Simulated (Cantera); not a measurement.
SiCl₄ + Cl₂ + H₂ (chlorosilane synthesis and conversion)

Input: 1 mol SiCl₄, 0.98 mol Cl₂, 10 mol H₂, equilibrated at 13300 Pa.

Method: chemical equilibrium by Gibbs-energy minimisation in Cantera with the NASA 1993 tables (ideal gas, pure condensed phases). Candidate condensed phases: Si; 19 gas species. The tables' values for SiCl₃, SiCl are old estimates; treat these amounts as uncertain. Rates play no part.

```tsv
T (°C)	log p H₂	log p HCl	log p SiCl₂	log p SiCl₄	log p SiCl₃	log p SiHCl₃
977	-1.01	-1.60	-3.22	-2.08	-3.07	-2.93
1027	-1.02	-1.57	-2.88	-2.14	-2.90	-2.93
1077	-1.03	-1.54	-2.62	-2.24	-2.78	-2.97
1127	-1.04	-1.50	-2.43	-2.38	-2.72	-3.06
1177	-1.05	-1.47	-2.29	-2.54	-2.70	-3.19
1227	-1.06	-1.45	-2.20	-2.74	-2.72	-3.34
1277	-1.07	-1.43	-2.14	-2.96	-2.77	-3.51
1327	-1.07	-1.42	-2.09	-3.19	-2.84	-3.69
1377	-1.08	-1.41	-2.06	-3.43	-2.92	-3.87
1427	-1.08	-1.40	-2.04	-3.67	-3.00	-4.06
```
log p: log10 of the partial pressure in bar; nothing condenses.

From 977 °C to 1427 °C nothing is condensed. The main Si-bearing gas is SiCl₄ at 977 °C and SiCl₂ at 1427 °C.
